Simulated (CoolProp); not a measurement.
Hydrogen chloride at 620.31 K and 8.51 MPa is throttled through a valve to 3.88 MPa with no heat exchange. Each further row changes one setting.

Computed with CoolProp (reference Helmholtz-energy equation of state, Thol 2018).

```
case                      temperature change (K)  final density (kg/m³)
------------------------  ----------------------  ---------------------
as stated                                    ___                    ___
outlet pressure 1.16 MPa                     ___                    ___
outlet pressure 5.04 MPa                     ___                    ___
```

What belongs in the gaps?


- as stated, temperature change (K): -16.0
- as stated, final density (kg/m³): 28.7
- outlet pressure 1.16 MPa, temperature change (K): -26.6
- outlet pressure 1.16 MPa, final density (kg/m³): 8.63
- outlet pressure 5.04 MPa, temperature change (K): -11.7
- outlet pressure 5.04 MPa, final density (kg/m³): 37.2
